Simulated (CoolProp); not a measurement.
Vapour-liquid equilibrium of CHF3 (R23) (1) + sulfur hexafluoride (2) at 270 K; x and y are mole fractions of (1).

Computed with CoolProp (multi-fluid Helmholtz-energy mixture model, Penoncello 2003 and Guder 2009; pair parameters Bell 2016).

```
x     bubble pressure, mixture model (bar)  bubble pressure, Raoult's law (bar)  y, mixture model  y, Raoult's law
----  ------------------------------------  -----------------------------------  ----------------  ---------------
0.05                                 13.34                                12.03             0.147            0.095
0.15                                 16.22                                13.18             0.321            0.261
0.25                                 18.30                                14.32             0.426            0.400
0.35                                 19.86                                15.46             0.504            0.518
0.45                                 21.07                                16.60             0.570            0.620
0.55                                 22.03                                17.75             0.634            0.709
0.65                                 22.74                                18.89             0.699            0.788
0.75                                 23.20                                20.03             0.770            0.857
0.85                                 23.36                                21.17             0.850            0.919
0.95                                 23.16                                22.32             0.945            0.974
```

The largest gap from Raoult's law is +28.5 % in bubble pressure, at x = 0.35. y crosses x between x = 0.75 and 0.85: the model has an azeotrope there.

The pair parameters rest on a limited set of measurements; away from them the model extrapolates.
